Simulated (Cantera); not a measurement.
An isothermal, constant-pressure homogeneous reactor starts with H₂ : O₂ : N₂ = 0.47 : 1 : 0.59 (molar parts), at 1150 K and 20.0 Torr.

Model: the H2/O2 subset of GRI-Mech 3.0, which has no nitrogen chemistry, integrated in Cantera. Radical loss at walls, strong at low pressure, is not modelled. The temperature is held fixed by assumption; the heat of reaction is taken as removed at once.

x: mole fraction; the columns are a selection and need not sum to one.

| t (s) | x H₂ | x O₂ | x H₂O₂ | x H₂O | x HO₂ | x O | x H |
|---|---|---|---|---|---|---|---|
| 1.00e-5 | 0.228 | 0.485 | <1e-12 | 2.31e-11 | 7.58e-10 | 6.07e-11 | 7.20e-10 |
| 3.15e-5 | 0.228 | 0.485 | <1e-12 | 5.02e-10 | 2.39e-9 | 5.02e-10 | 2.38e-9 |
| 9.90e-5 | 0.228 | 0.485 | 8.74e-12 | 1.12e-8 | 7.58e-9 | 4.80e-9 | 1.38e-8 |
| 0.000312 | 0.228 | 0.485 | 9.39e-11 | 1.11e-6 | 3.05e-8 | 3.13e-7 | 8.17e-7 |
| 0.000981 | 0.110 | 0.428 | 6.51e-7 | 0.0847 | 9.59e-6 | 0.0222 | 0.0598 |
| 0.00309 | 0.0104 | 0.394 | 6.27e-7 | 0.206 | 1.40e-5 | 0.0319 | 0.0457 |
| 0.00972 | 0.00214 | 0.414 | [?] | 0.250 | 1.28e-5 | 0.00575 | 0.00344 |
| 0.0306 | 0.000149 | 0.419 | [?] | 0.257 | 4.00e-6 | 0.000389 | 5.87e-5 |
| 0.0962 | 1.41e-5 | 0.419 | [?] | 0.257 | 6.47e-7 | 3.92e-5 | 1.88e-6 |
| 0.303 | 2.28e-6 | 0.419 | [?] | 0.257 | 1.28e-7 | 6.77e-6 | 1.34e-7 |
| 0.953 | 5.07e-7 | 0.419 | [?] | 0.258 | 3.25e-8 | 1.57e-6 | 1.49e-8 |
| 3.00 | 1.33e-7 | 0.419 | [?] | 0.258 | 1.09e-8 | 4.22e-7 | 2.08e-9 |

Task: Some entries are withheld; supply them.

Result: 
- 0.00972, x H₂O₂: 8.73e-7
- 0.0306, x H₂O₂: 4.20e-7
- 0.0962, x H₂O₂: 1.26e-7
- 0.303, x H₂O₂: 3.90e-8
- 0.953, x H₂O₂: 1.25e-8
- 3.00, x H₂O₂: 4.08e-9
